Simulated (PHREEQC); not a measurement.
0.31 g of hydrous ferric oxide (600 m²/g; 0.2 weak and 0.005 strong sites per Fe, Dzombak-Morel constants, diffuse double layer) in 1 kg of water with 0.001 mol/kgw of an inert sodium salt, at 25 °C; the pH is set by adding NaOH or the inert anion's acid. Oxygen alone is held at its pressure in air (log pO2 = -0.68). The system is closed to CO2. Nothing may precipitate in this run.

The numbers come from PHREEQC with the ion-association model, wateq4f.dat.

```tsv
pH	surface charge σ (C/m²)	surface potential ψ (mV)
4	0.121	209
5	0.051	169
5.5	0.032	145
6.5	0.011	92
7	0.006	64
8	0.000	6
9	-0.004	-51
9.5	-0.009	-80
10.5	-0.029	-133
11	-0.055	-155
12	-0.201	-176
```

Species that the database lacks are ignored.
